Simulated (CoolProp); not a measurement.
Saturation properties of carbonyl sulfide.

The numbers come from the reference Helmholtz-energy equation of state, Lemmon 2006 in CoolProp. It is a short technical equation, of lower accuracy than the large ones.

| T (K) | p (MPa) | liquid density (kg/m³) | vapour density (kg/m³) |
|---|---|---|---|
| 192.8 | 0.01947 | 1237 | 0.7361 |
| 195.5 | 0.02311 | 1231 | 0.8625 |
| 198.1 | 0.02711 | 1226 | 0.9999 |
| 200.7 | 0.03166 | 1221 | 1.154 |
| 203.4 | 0.03702 | 1215 | 1.333 |
| 206 | 0.04284 | 1210 | 1.526 |
| 208.6 | 0.04938 | 1205 | 1.740 |
| 211.3 | 0.05699 | 1199 | 1.986 |
| 213.9 | 0.06517 | 1194 | 2.248 |
| 216.6 | 0.07463 | 1188 | 2.548 |
| 219.2 | 0.08472 | 1182 | 2.864 |
| 221.8 | 0.09586 | 1177 | 3.211 |
| 224.5 | 0.1086 | 1171 | 3.603 |
| 227.1 | 0.1221 | 1165 | 4.015 |

It boils at 223.0 K under 1 atm.
